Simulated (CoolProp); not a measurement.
A simple Rankine cycle with cyclohexane: condensing at 301.15 K, boiler at 2.44 MPa, turbine inlet 518.8 K, turbine efficiency 0.9, pump efficiency 0.8, no recuperator. Each further row changes one setting.

The numbers come from the reference Helmholtz-energy equation of state, Zhou 2014 in CoolProp.

| case | thermal efficiency (%) | net work (kJ/kg) | heat in (kJ/kg) | turbine exit temperature (K) | volume ratio over the turbine |
|---|---|---|---|---|---|
| as stated | 25.3 | 183 | 724 | 399.1 | 193 |
| turbine inlet 538.8 K | 25.0 | 196 | ? | 423.7 | 179 |
| condensing temperature 293.15 K | 26.5 | 196 | 739 | 392.1 | 273 |
| boiler pressure 1.71 MPa | 24.1 | 181 | 751 | ? | 116 |
| turbine efficiency 0.8 | ? | 162 | 724 | ? | 198 |

Question: What belongs in the gaps?

Answer: 
- turbine inlet 538.8 K, heat in (kJ/kg): 783
- boiler pressure 1.71 MPa, turbine exit temperature (K): 415.1
- turbine efficiency 0.8, thermal efficiency (%): 22.4
- turbine efficiency 0.8, turbine exit temperature (K): 410.6
